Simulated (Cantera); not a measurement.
Input: 1 mol CuO, 100 mol H₂, 0.39 mol N₂.

Method: chemical equilibrium by Gibbs-energy minimisation in Cantera with the NASA 1993 tables (ideal gas, pure condensed phases). Candidate condensed phases: Cu, CuO, Cu(OH)₂, Cu₂O, H₂O; 27 gas species. Rates play no part.

What condenses at these points (T in K, P in Pa): (1175, 460); (1700, 22000); (1925, 460); (1175, 10); (2075, 22000)?


```csv
T (K),P in Pa,condensed phases,Cu condensed (%)
1175,460,Cu,100.0
1700,22000,Cu,92.7
1925,460,gas only,0.0
1175,10,Cu,99.4
2075,22000,gas only,0.0
```
